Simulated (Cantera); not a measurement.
Charge: 1 mol Si3N4, 0.07 mol H2O, 1.3 mol N2, at 3.90e-6 bar.

These are equilibrium values from Cantera (NASA tables, ideal gas, pure condensed phases), not measurements of a reactor. Candidate condensed phases: H2O, Si, SiO2, Si2N2O, Si3N4; 35 gas species. Mutual solubility and eutectic melting of coexisting phases are not modelled. Rates play no part.

Which condensed phases are stable at each of these points (T (K)): 973, 1073, 1173, 1273, 1373, 1473, 1573, 1673, 1773, 1873, 1973, 2073, 2173, 2273?


```
T (K)      condensed phases  Si condensed (%)
-----  --------------------  ----------------
973    Si2N2O(s) + Si3N4(s)             100.0
1073   Si2N2O(s) + Si3N4(s)             100.0
1173   Si2N2O(s) + Si3N4(s)             100.0
1273   Si2N2O(s) + Si3N4(s)             100.0
1373   Si2N2O(s) + Si3N4(s)              99.7
1473                  Si(s)              97.5
1573                  Si(s)              96.0
1673                  Si(s)              83.6
1773               gas only               0.0
1873               gas only               0.0
1973               gas only               0.0
2073               gas only               0.0
2173               gas only               0.0
2273               gas only               0.0
```

From 973 K to 1373 K the condensed part is Si2N2O(s) + Si3N4(s). From 1473 K to 1673 K the condensed part is Si(s). From 1773 K to 2273 K nothing is condensed.
